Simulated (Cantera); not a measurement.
# Premixed flame

A freely propagating, adiabatic, planar premixed flame of 25.9 % CO, 2.46 % H2, 15.1 % O2, 56.6 % N2, equivalence ratio 0.94, unburnt at 348 K and 0.740 atm; unity-Lewis-number transport, grid criteria slope 0.08 and curve 0.16, no radiation.

Computed with Cantera and GRI-Mech 3.0 (53 species, 325 reactions). Unity Lewis numbers drop preferential diffusion, which matters most where H2 and H carry the flame. Burning velocities carry a grid error of a few per cent, more on coarse grids.

```tsv
z (mm)	T (K)	u (m/s)	x CO	x H2	x O2	x O	x H2O	x NO
-2.69	348	0.444	0.259	0.0246	0.151	<1e-8	3.33e-8	<1e-8
-1.80	348	0.444	0.259	0.0246	0.151	<1e-8	7.43e-7	<1e-8
-1.35	348	0.445	0.259	0.0246	0.150	<1e-8	5.38e-6	<1e-8
-0.898	351	0.447	0.258	0.0245	0.150	<1e-8	4.59e-5	<1e-8
-0.449	418	0.532	0.253	0.0234	0.147	1.48e-6	0.00128	2.94e-7
-0.225	697	0.873	0.231	0.0182	0.134	0.000163	0.00666	2.71e-6
0	1172	1.43	0.179	0.00601	0.100	0.00551	0.0165	9.47e-6
0.225	1477	1.76	0.131	0.00196	0.0704	0.0148	0.0178	2.09e-5
0.449	1644	1.94	0.106	0.00216	0.0576	0.0163	0.0171	3.26e-5
0.898	1815	2.11	0.0903	0.00213	0.0503	0.0129	0.0187	4.96e-5
1.80	1967	2.26	0.0780	0.00172	0.0453	0.00852	0.0211	7.26e-5
3.59	2097	2.39	0.0652	0.00132	0.0399	0.00540	0.0228	0.000116
7.18	2205	2.49	0.0530	0.000999	0.0346	0.00337	0.0241	0.000217
```
x: mole fraction of selected species; z is measured from the peak of heat release.

The laminar burning velocity is 44.4 cm/s. The thermal thickness is 0.898 mm, the peak x(O) is 0.0164 and the grid points comes out as 125.
